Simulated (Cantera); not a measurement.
An isothermal plug-flow reactor at 775 K and 5.00 bar (inlet), inlet velocity 1.8 m/s, active area per volume 470 1/m; feed 0.438 % H2, 3.41 % O2, 96.2 % N2.

Model: Deutschmann's 1995 Pt surface mechanism with GRI-Mech 3.0 gas chemistry, integrated in Cantera. Catalytic surfaces can have several steady states; this one follows from the mechanism file's or the stated starting coverage. Mass transfer to the wall is taken as infinitely fast.

x: gas mole fraction; θ: surface coverage.

```csv
z (m),x H2,x O2,x H2O,θ free Pt,θ O*,θ OH*
5.8e-05,0.00390,0.0338,0.000486,0.219,0.776,0.00547
9.6e-05,0.00363,0.0337,0.000751,0.205,0.790,0.00547
0.00016,0.00326,0.0335,0.00113,0.185,0.810,0.00545
0.00027,0.00276,0.0333,0.00162,0.158,0.837,0.00535
0.00045,0.00221,0.0330,0.00218,0.128,0.867,0.00513
0.00075,0.00165,0.0328,0.00274,0.0973,0.898,0.00476
0.0012,0.00119,0.0325,0.00320,0.0724,0.923,(withheld)
0.0021,0.000742,0.0323,0.00365,0.0498,0.946,(withheld)
0.0035,0.000443,0.0322,0.00395,0.0363,0.960,(withheld)
0.0058,0.000234,0.0321,0.00416,0.0283,0.969,(withheld)
```

Q: Some entries are withheld; supply them.

A: 
- 0.0012, θ OH*: 0.00432
- 0.0021, θ OH*: 0.00374
- 0.0035, θ OH*: 0.00329
- 0.0058, θ OH*: 0.00296
